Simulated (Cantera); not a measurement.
A freely propagating, adiabatic, planar premixed flame of CH3OH : O2 : N2 = 1 : 1.72 : 8.2 (molar parts), equivalence ratio 0.87, unburnt at 550 K and 6.10 bar; mixture-averaged transport, grid criteria slope 0.08 and curve 0.16, no radiation.

Computed with Cantera and GRI-Mech 3.0 (53 species, 325 reactions). GRI-Mech 3.0 was tuned for natural gas; its chemistry of methanol as a main component is partial and can be far from experiment. Burning velocities carry a grid error of a few per cent, more on coarse grids.

x: mole fraction of selected species; z is measured from the peak of heat release.

| z (mm) | T (K) | u (m/s) | x CH3OH | x O2 | x NO | x CH2O | x CH2 | x CH4 |
|---|---|---|---|---|---|---|---|---|
| -0.341 | 551 | 0.363 | 0.0915 | 0.157 | <1e-8 | 1.28e-6 | <1e-8 | 2.68e-8 |
| -0.227 | 557 | 0.368 | 0.0911 | 0.156 | <1e-8 | 1.64e-5 | <1e-8 | 2.18e-7 |
| -0.171 | 575 | 0.381 | 0.0902 | 0.155 | <1e-8 | 7.62e-5 | <1e-8 | 7.45e-7 |
| -0.114 | 660 | 0.441 | 0.0854 | 0.147 | (withheld) | 0.000466 | <1e-8 | 3.03e-6 |
| -0.0569 | 984 | 0.672 | 0.0614 | 0.118 | (withheld) | 0.00265 | <1e-8 | 1.16e-5 |
| -0.0284 | 1300 | 0.904 | 0.0326 | 0.0887 | (withheld) | 0.00520 | <1e-8 | 2.01e-5 |
| 0 | 1660 | 1.17 | 0.00257 | 0.0545 | (withheld) | 0.00241 | 7.03e-7 | 2.43e-5 |
| 0.0284 | 1826 | 1.28 | 2.29e-6 | 0.0364 | (withheld) | 7.98e-6 | 4.86e-8 | 2.25e-6 |
| 0.0569 | 1913 | 1.33 | <1e-8 | 0.0294 | (withheld) | 2.39e-8 | <1e-8 | 7.01e-8 |
| 0.114 | 1998 | 1.39 | <1e-8 | 0.0243 | (withheld) | <1e-8 | <1e-8 | <1e-8 |
| 0.227 | 2056 | 1.42 | <1e-8 | 0.0214 | (withheld) | <1e-8 | <1e-8 | <1e-8 |
| 0.455 | 2086 | 1.44 | <1e-8 | 0.0200 | (withheld) | <1e-8 | <1e-8 | <1e-8 |
| 0.910 | 2096 | 1.45 | <1e-8 | 0.0196 | (withheld) | <1e-8 | <1e-8 | <1e-8 |

Problem. Complete the blanks.

Solution. 
- -0.114, x NO: 2.53e-8
- -0.0569, x NO: 3.10e-7
- -0.0284, x NO: 1.22e-6
- 0, x NO: 3.62e-6
- 0.0284, x NO: 5.83e-6
- 0.0569, x NO: 7.70e-6
- 0.114, x NO: 1.03e-5
- 0.227, x NO: 1.29e-5
- 0.455, x NO: 1.54e-5
- 0.910, x NO: 1.82e-5
